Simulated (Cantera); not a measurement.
# Gas activation for diamond growth

An isothermal, constant-pressure homogeneous reactor starts with CH4 : H2 : N2 = 0.022 : 1 : 0.00039 (molar parts), at 2200 K and 0.276 atm.

Computed with Cantera and GRI-Mech 3.0 (53 species, 325 reactions). GRI-Mech 3.0 stops at C3 and has no aromatics, soot or wall deposition, so with more carbon than oxygen in the feed, carbon stays in small species such as C2H2 where larger ones or solid carbon would form.

| t (s) | x CH4 | x H2 | x HCN | x C2H2 | x H |
|---|---|---|---|---|---|
| 0.000200 | 0.0174 | 0.972 | 6.14e-10 | 0.000702 | 0.00686 |
| 0.000586 | 0.0112 | 0.973 | 5.87e-9 | 0.00397 | 0.00903 |
| 0.00172 | 0.00484 | 0.976 | 1.91e-8 | 0.00763 | 0.00974 |
| 0.00503 | 0.00163 | 0.978 | 4.04e-8 | 0.00951 | 0.0103 |
| 0.0147 | 0.000528 | 0.978 | 6.65e-8 | 0.0102 | 0.0105 |
| 0.0432 | 0.000206 | 0.978 | 9.62e-8 | 0.0103 | 0.0106 |
| 0.126 | 0.000144 | 0.978 | 1.43e-7 | 0.0104 | 0.0106 |
| 0.371 | 0.000143 | 0.978 | 2.69e-7 | 0.0104 | 0.0106 |
| 1.09 | 0.000143 | 0.978 | 6.37e-7 | 0.0104 | 0.0106 |
| 3.18 | 0.000143 | 0.978 | 1.72e-6 | 0.0104 | 0.0106 |
| 9.32 | 0.000143 | 0.978 | 4.86e-6 | 0.0104 | 0.0106 |
| 27.3 | 0.000143 | 0.978 | 1.40e-5 | 0.0104 | 0.0106 |
| 80.0 | 0.000142 | 0.978 | 4.00e-5 | 0.0104 | 0.0106 |
x: mole fraction; the columns are a selection and need not sum to one.

Equilibrium at this temperature and pressure: CH4 0.000141, H2 0.978, HCN 0.000611, C2H2 0.0101, H 0.0106 (gas phase only).
